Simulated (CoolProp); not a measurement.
A single-stage vapour-compression cycle with R115: evaporating at 195.15 K (dew point), condensing at 247.15 K (bubble point), superheat 10 K, subcooling 8 K, compressor efficiency 0.6, no pressure losses. Each further row changes one setting.

The numbers come from the reference Helmholtz-energy equation of state, Lemmon 2016 in CoolProp.

```json
[
 {"case": "as stated", "cooling COP": "[?]", "pressure ratio": "14.9", "discharge temperature (K)": "292.9", "refrigerating effect (kJ/kg)": "105", "volumetric capacity (kJ/m³)": "113"},
 {"case": "evaporating temperature 200.15 K", "cooling COP": "2.22", "pressure ratio": "10.7", "discharge temperature (K)": "[?]", "refrigerating effect (kJ/kg)": "107", "volumetric capacity (kJ/m³)": "159"},
 {"case": "condensing temperature 242.15 K", "cooling COP": "2.16", "pressure ratio": "12.2", "discharge temperature (K)": "[?]", "refrigerating effect (kJ/kg)": "109", "volumetric capacity (kJ/m³)": "118"},
 {"case": "subcooling 13 K", "cooling COP": "1.99", "pressure ratio": "14.9", "discharge temperature (K)": "292.9", "refrigerating effect (kJ/kg)": "109", "volumetric capacity (kJ/m³)": "118"},
 {"case": "superheat 20 K", "cooling COP": "[?]", "pressure ratio": "14.9", "discharge temperature (K)": "304.7", "refrigerating effect (kJ/kg)": "[?]", "volumetric capacity (kJ/m³)": "[?]"},
 {"case": "compressor efficiency 0.5", "cooling COP": "1.59", "pressure ratio": "14.9", "discharge temperature (K)": "308.0", "refrigerating effect (kJ/kg)": "105", "volumetric capacity (kJ/m³)": "113"}
]
```

Q: Some entries are withheld; supply them.

A: 
- as stated, cooling COP: 1.90
- evaporating temperature 200.15 K, discharge temperature (K): 287.8
- condensing temperature 242.15 K, discharge temperature (K): 286.2
- superheat 20 K, cooling COP: 1.92
- superheat 20 K, refrigerating effect (kJ/kg): 111
- superheat 20 K, volumetric capacity (kJ/m³): 114
